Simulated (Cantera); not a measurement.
Feed: 1 mol HBr, 0.26 mol H2O, 2.8 mol H2, at 3002 °C and 10.5 Torr.

Method: chemical equilibrium by Gibbs-energy minimisation in Cantera with the NASA 1993 tables (ideal gas, pure condensed phases). Kinetics and transport are ignored.

```tsv
species	before	after
H	0.768	0.548
H2	0.0703	0.256
Br	0.126	0.142
H2O	0.000976	0.0135
HBr	0.00250	0.0143
OH	0.00430	0.0117
O	0.0279	0.0149
O2	0.000151	0.000305
```
Gas species are given as mole fractions.

### Question
Which change was made?
A) temperature from 3002 °C to 1602 °C
B) pressure from 10.5 Torr to 75.0 Torr
C) temperature from 3002 °C to 2377 °C
D) temperature from 3002 °C to 1752 °C

### Answer
B, pressure from 10.5 Torr to 75.0 Torr
